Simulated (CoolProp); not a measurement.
Properties of n-dodecane along the isobar 0.418 MPa.

The numbers come from the reference Helmholtz-energy equation of state, Lemmon 2004 in CoolProp. It is a short technical equation, of lower accuracy than the large ones.

```csv
T (K),phase,Z,cp (kJ/(kg K)),speed of sound (m/s),Joule-Thomson coefficient (K/MPa),isothermal compressibility (1/MPa)
433.8,liquid,0.03070,2.730,811.6,-0.2566,0.002757
447.1,liquid,0.03030,2.785,770.1,-0.2324,0.003112
460.4,liquid,0.02996,2.840,728.8,-0.2055,0.003533
473.7,liquid,0.02967,2.895,687.8,-0.1753,0.004041
487,liquid,0.02945,2.951,646.8,-0.1408,0.004661
500.3,liquid,0.02928,3.008,605.8,-0.1007,0.005430
513.6,liquid,0.02917,3.066,564.6,-0.05309,0.006402
526.9,liquid,0.02914,3.126,523.0,0.004689,0.007662
540.2,liquid,0.02919,3.188,480.7,0.07684,0.009341
553.5,liquid,0.02934,3.255,437.4,0.1702,0.01167
566.8,gas,0.8139,2.870,136.3,20.05,3.039
580.1,gas,0.8327,2.894,141.4,17.67,2.944
593.4,gas,0.8487,2.922,145.9,15.77,2.870
606.7,gas,0.8626,2.951,150.1,14.20,2.811
620,gas,0.8748,2.981,153.9,12.88,2.763
```
